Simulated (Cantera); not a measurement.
An adiabatic, constant-pressure homogeneous reactor starts with 1.53 % C3H8, 20.7 % O2, 77.8 % N2, at 1223 K and 280000 Pa.

Cantera simulation using GRI-Mech 3.0 (53 species, 325 reactions); the numbers are that mechanism's predictions, not measurements. GRI-Mech 3.0 was tuned for natural gas; its chemistry of propane as a main component is partial and can be far from experiment.

One state of this run: T (K) = 2045; x C3H8 = <1e-12; x O2 = 0.128; x CH2O = <1e-12; x NO2 = 1.28e-7; x CH4 = <1e-12; x NO = 6.15e-5; x C2H6 = <1e-12. x: mole fraction; the columns are a selection and need not sum to one.

### Question
Which value of t (s) does it belong to?
A. 2.19e-5
B. 0.229
C. 0.00224
D. 0.0105

### Answer
D, 0.0105
